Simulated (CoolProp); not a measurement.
Properties of hydrogen chloride along the isotherm 521.4 K.

Computed with CoolProp (reference Helmholtz-energy equation of state, Thol 2018).

```json
[
 {"p (MPa)": "0.0394", "phase": "gas", "density (kg/m³)": "0.3315", "cp (kJ/(kg K))": "0.8053", "cv (kJ/(kg K))": "0.5768", "expansivity (1/kK)": "1.921"},
 {"p (MPa)": "0.081", "phase": "gas", "density (kg/m³)": "0.6818", "cp (kJ/(kg K))": "0.8059", "cv (kJ/(kg K))": "0.5769", "expansivity (1/kK)": "1.923"},
 {"p (MPa)": "0.166", "phase": "gas", "density (kg/m³)": "1.398", "cp (kJ/(kg K))": "0.8071", "cv (kJ/(kg K))": "0.5771", "expansivity (1/kK)": "1.929"},
 {"p (MPa)": "0.341", "phase": "gas", "density (kg/m³)": "2.878", "cp (kJ/(kg K))": "0.8095", "cv (kJ/(kg K))": "0.5774", "expansivity (1/kK)": "1.941"},
 {"p (MPa)": "0.701", "phase": "gas", "density (kg/m³)": "5.937", "cp (kJ/(kg K))": "0.8145", "cv (kJ/(kg K))": "0.5782", "expansivity (1/kK)": "1.966"},
 {"p (MPa)": "1.44", "phase": "gas", "density (kg/m³)": "12.28", "cp (kJ/(kg K))": "0.8250", "cv (kJ/(kg K))": "0.5797", "expansivity (1/kK)": "2.017"},
 {"p (MPa)": "2.96", "phase": "gas", "density (kg/m³)": "25.62", "cp (kJ/(kg K))": "0.8474", "cv (kJ/(kg K))": "0.5830", "expansivity (1/kK)": "2.124"},
 {"p (MPa)": "6.07", "phase": "gas", "density (kg/m³)": "54.04", "cp (kJ/(kg K))": "0.8961", "cv (kJ/(kg K))": "0.5899", "expansivity (1/kK)": "2.347"},
 {"p (MPa)": "12.5", "phase": "supercritical", "density (kg/m³)": "117.1", "cp (kJ/(kg K))": "1.006", "cv (kJ/(kg K))": "0.6053", "expansivity (1/kK)": "2.797"}
]
```
